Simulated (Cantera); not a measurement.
# Thermodynamics of carbon deposition, reforming and gasification, feed C₂H₂ + H₂O + N₂

Input: 1 mol C₂H₂, a varied amount of H₂O, 0.74 mol N₂, held at 2825 K and 0.120 bar.

Cantera equilibrium calculation (NASA polynomials, part measured and part estimated; ideal gas, pure solids and liquids). Candidate condensed phases: C, C₆H₆, C₇H₈, C₈H₁₈, H₂O; 136 gas species. The numbers say what is thermodynamically allowed, not how fast it happens.

From 0.13 mol H₂O to 1.4 mol H₂O the condensed part is C(graphite). From 2 mol H₂O to 4.3 mol H₂O nothing is condensed. The main C-bearing gas is CO throughout.

```csv
n(H₂O) (mol),x H₂,x CO,x N₂,x H₂O,x H,x HCN,x OH,x CO₂,x C₂H₂ (acetylene),n C(graphite)
0.13,0.393,0.0596,0.309,3.38e-8,0.162,0.0506,3.99e-9,7.29e-10,0.0143,1.67
0.2,0.391,0.0858,0.288,4.83e-8,0.161,0.0487,5.72e-9,1.51e-9,0.0142,1.59
0.29,0.388,0.115,0.265,6.42e-8,0.161,0.0465,7.63e-9,2.70e-9,0.0141,1.49
0.43,0.385,0.152,0.235,8.43e-8,0.160,0.0437,1.01e-8,4.73e-9,0.0140,1.33
0.63,0.382,0.193,0.202,1.06e-7,0.159,0.0403,1.27e-8,7.63e-9,0.0138,1.11
0.92,0.378,0.236,0.168,1.29e-7,0.158,0.0366,1.55e-8,1.14e-8,0.0137,0.788
1.4,0.374,0.284,0.131,1.53e-7,0.158,0.0321,1.85e-8,1.65e-8,0.0136,0.257
2,0.399,0.320,0.118,7.42e-5,0.163,7.81e-5,8.70e-6,8.48e-6,8.86e-8,0
2.9,0.356,0.265,0.101,0.0970,0.154,3.87e-8,0.0120,0.0103,<1e-12,0
4.3,0.311,0.206,0.0827,0.200,0.144,1.07e-8,0.0266,0.0189,<1e-12,0
```
x: gas mole fraction; n: condensed amount in mol.
